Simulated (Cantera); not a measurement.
Charge: 1 mol Cu, 14 mol HF, 0.23 mol H2, equilibrated at 11000 Pa.

Method: chemical equilibrium by Gibbs-energy minimisation in Cantera with the NASA 1993 tables (ideal gas, pure condensed phases). Candidate condensed phases: Cu, CuF2; 15 gas species. Kinetics and transport are ignored.

x: gas mole fraction; n: condensed amount in mol.

```csv
T (°C),x HF,x H2,x CuF,x Cu,x H2F2,x H,x CuF2,n Cu(s),n Cu(l)
327,0.984,0.0162,<1e-12,<1e-12,[?],<1e-12,<1e-12,1.00,0
402,0.984,0.0162,<1e-12,<1e-12,[?],<1e-12,<1e-12,1.00,0
477,0.984,0.0162,<1e-12,<1e-12,[?],<1e-12,<1e-12,1.00,0
552,0.984,0.0162,1.74e-11,<1e-12,[?],3.04e-12,<1e-12,1.00,0
627,0.984,0.0162,3.96e-10,1.64e-12,[?],4.48e-11,<1e-12,1.00,0
702,0.984,0.0162,5.54e-9,5.07e-11,[?],4.38e-10,<1e-12,1.00,0
777,0.984,0.0162,5.30e-8,9.57e-10,[?],3.11e-9,5.70e-12,1.000,0
852,0.984,0.0162,3.74e-7,1.21e-8,[?],1.70e-8,4.72e-11,1.000,0
927,0.984,0.0162,2.06e-6,1.12e-7,[?],7.56e-8,2.99e-10,1.000,0
1002,0.984,0.0162,9.23e-6,7.87e-7,[?],2.83e-7,1.52e-9,1.000,0
1077,0.984,0.0162,3.49e-5,4.45e-6,[?],9.14e-7,6.45e-9,0.999,0
1152,0.984,0.0162,0.000108,1.97e-5,[?],2.62e-6,2.21e-8,0,0.998
1227,0.983,0.0163,0.000296,7.48e-5,[?],6.78e-6,6.63e-8,0,0.995
```

### Question
Fill in the missing entries.

### Answer

- 327, x H2F2: 4.50e-5
- 402, x H2F2: 2.32e-5
- 477, x H2F2: 1.37e-5
- 552, x H2F2: 8.86e-6
- 627, x H2F2: 6.19e-6
- 702, x H2F2: 4.58e-6
- 777, x H2F2: 3.55e-6
- 852, x H2F2: 2.85e-6
- 927, x H2F2: 2.36e-6
- 1002, x H2F2: 2.00e-6
- 1077, x H2F2: 1.74e-6
- 1152, x H2F2: 1.53e-6
- 1227, x H2F2: 1.37e-6
